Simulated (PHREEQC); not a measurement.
Make-up at 25 °C: 82 mmol/kgw HNO3, 43 mmol/kgw CuSO4 and 14 mmol/kgw KCl. Closed to the air; pH follows from the charge balance.

The numbers come from PHREEQC with the ion-association model, phreeqc.dat.

| Item | Value |
|---|---|
| pH | 1.32 |
| ionic strength | 0.189 mol/kgw |
| specific conductance | 27300 µS/cm |
| density | 1.007 g/cm³ |
| total alkalinity | -82.0 meq/kg |

| species | molality | activity | log γ |
|---|---|---|---|
| NO3- | 0.0820 | 0.0573 | -0.155 |
| H+ | 0.0596 | 0.0477 | -0.097 |
| Cu+2 | 0.0345 | 0.0115 | -0.478 |
| HSO4- | 0.0224 | 0.0168 | -0.126 |
| K+ | 0.0137 | 0.00979 | -0.145 |
| Cl- | 0.0136 | 0.00977 | -0.143 |
| SO4-2 | 0.0121 | 0.00362 | -0.525 |
| CuSO4 | 0.00812 | 0.00848 | 0.019 |
| CuCl+ | 0.000418 | 0.000302 | -0.141 |
| KSO4- | 0.000332 | 0.000249 | -0.125 |
| CuCl2 | 1.52e-6 | 1.58e-6 | 0.019 |
| CuOH+ | 3.32e-9 | 2.40e-9 | -0.141 |

This is a speciation only: nothing precipitates in the calculation.
